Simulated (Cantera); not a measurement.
Cantera with NASA thermochemical tables; ideal gases at 1 bar, condensed phases pure. Values are per mole of reaction as written; species without (g) are pure solids or liquids, kept so even where they would boil at 1 bar.

Between 300 and 2773 K, where is each reaction favourable under standard conditions?
- Ti2O3 = TiO2 + TiO(g)


- Ti2O3 = TiO2 + TiO(g): ΔG° is 569 kJ at 300 K and 180 kJ at 2773 K; it stays positive (K < 1). ΔH° is 521 kJ and ΔS° 123 J/K at 2773 K.
